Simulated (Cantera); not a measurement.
Nitride etching: Si3N4 + H2O

Feed: 1 mol Si3N4, 7.9 mol H2O, equilibrated at 873.15 K and 8.30 mbar.

Method: chemical equilibrium by Gibbs-energy minimisation in Cantera with the NASA 1993 tables (ideal gas, pure condensed phases). Candidate condensed phases: H2O, Si, SiO2, Si2N2O, Si3N4; 35 gas species. Kinetics and transport are ignored.

```json
{
 "x(H2)": "0.606",
 "x(N2)": "0.202",
 "x(H2O)": "0.192",
 "x(NH3)": "2.67e-6",
 "n(SiO2(β-quartz))": "3.00 mol",
 "gas_amount": "9.900 mol",
 "log10 activity of Si(s) (absent)": "-20.14"
}
```
